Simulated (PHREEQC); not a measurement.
Solution (20 °C): 24 mmol/kgw HF, 3.1 mmol/kgw NH4HF2 and 9.5 mmol/kgw H2SiF6. Closed to the air; pH follows from the charge balance.

Model: ion-association model, wateq4f.dat, run in PHREEQC.

This is a speciation only: nothing precipitates in the calculation.

Question: Predict the pH.

Answer: pH 1.82.

Question: In which forms is F present?

Answer: SiF6-2 65 %, HF 28 %, H2F2 4.4 %, F- 1.6 % of the F.

Complexes and solids missing from the database can't appear. SiF6-2 is the database's only silicon fluoride.
